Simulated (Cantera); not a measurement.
An isothermal, constant-pressure homogeneous reactor starts with 0.629 % C2H6, 99.4 % N2, at 1098 K and 0.610 bar.

Computed with Cantera and GRI-Mech 3.0 (53 species, 325 reactions). GRI-Mech 3.0 stops at C3 and has no aromatics, soot or wall deposition, so with more carbon than oxygen in the feed, carbon stays in small species such as C2H2 where larger ones or solid carbon would form.

Problem. Predict: x(C2H6) at 60.0 s; x(H2) at 60.0 s; x(CH4) at 60.0 s; x(C2H4) at 60.0 s; x(CH3) at 60.0 s.

Solution. 
```json
{
  "x(C2H6) at 60.0 s": "5.98e-6 (gas-phase equilibrium 5.26e-7)",
  "x(H2) at 60.0 s": "0.00985 (gas-phase equilibrium 0.00749)",
  "x(CH4) at 60.0 s": "0.000516 (gas-phase equilibrium 0.00319)",
  "x(C2H4) at 60.0 s": "0.00183 (gas-phase equilibrium 0.000200)",
  "x(CH3) at 60.0 s": "2.95e-8 (gas-phase equilibrium 2.14e-8)"
}
```
